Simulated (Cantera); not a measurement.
Premixed flame

A freely propagating, adiabatic, planar premixed flame of 31.6 % H2, 14.4 % O2, 54.0 % N2, equivalence ratio 1.1, unburnt at 525 K and 2.40 bar; multicomponent+Soret transport, grid criteria slope 0.08 and curve 0.16, no radiation.

Computed with Cantera and the H2/O2 subset of GRI-Mech 3.0, which has no nitrogen chemistry. The hydrogen kinetics of GRI-Mech 3.0 are dated; newer H2 mechanisms differ, most at raised pressure. Burning velocities carry a grid error of a few per cent, more on coarse grids.

| z (mm) | T (K) | u (m/s) | x H2 | x O2 | x H2O2 | x HO2 | x O | x H2O |
|---|---|---|---|---|---|---|---|---|
| -0.417 | 525 | 5.86 | 0.316 | 0.144 | <1e-8 | <1e-8 | <1e-8 | <1e-8 |
| -0.278 | 525 | 5.86 | 0.316 | 0.144 | <1e-8 | <1e-8 | <1e-8 | <1e-8 |
| -0.209 | 525 | 5.86 | 0.316 | 0.144 | <1e-8 | <1e-8 | <1e-8 | 2.37e-8 |
| -0.139 | 525 | 5.86 | 0.315 | 0.144 | <1e-8 | 2.76e-7 | <1e-8 | 8.29e-7 |
| -0.0695 | 542 | 5.92 | 0.299 | 0.147 | 6.57e-6 | 0.000227 | 3.86e-6 | 0.000639 |
| -0.0348 | 785 | 8.24 | 0.254 | 0.143 | 5.75e-5 | 0.000513 | 0.000249 | 0.0217 |
| 0 | 1273 | 13.0 | 0.169 | 0.104 | 1.53e-5 | 0.000204 | 0.00383 | 0.106 |
| 0.0348 | 1623 | 16.5 | 0.0883 | 0.0486 | 4.18e-6 | 8.24e-5 | 0.00873 | 0.205 |
| 0.0695 | 1798 | 18.1 | 0.0622 | 0.0263 | 2.39e-6 | 4.00e-5 | 0.00963 | 0.243 |
| 0.139 | 1973 | 19.7 | 0.0556 | 0.0177 | 1.30e-6 | 2.24e-5 | 0.00828 | 0.261 |
| 0.278 | 2140 | 21.2 | 0.0529 | 0.0135 | 7.64e-7 | 1.38e-5 | 0.00591 | 0.275 |
| 0.556 | 2289 | 22.4 | 0.0485 | 0.00963 | 5.10e-7 | 7.98e-6 | 0.00371 | 0.290 |
| 1.11 | 2406 | 23.4 | 0.0433 | 0.00642 | 3.71e-7 | 4.49e-6 | 0.00212 | 0.303 |
x: mole fraction of selected species; z is measured from the peak of heat release.

```json
{
 "laminar_burning_velocity": "586 cm/s",
 "thermal_thickness": "0.139 mm",
 "peak x(H2O2)": "5.76e-5",
 "peak x(HO2)": "0.000653",
 "peak x(O)": "0.00963",
 "grid_points": "110"
}
```
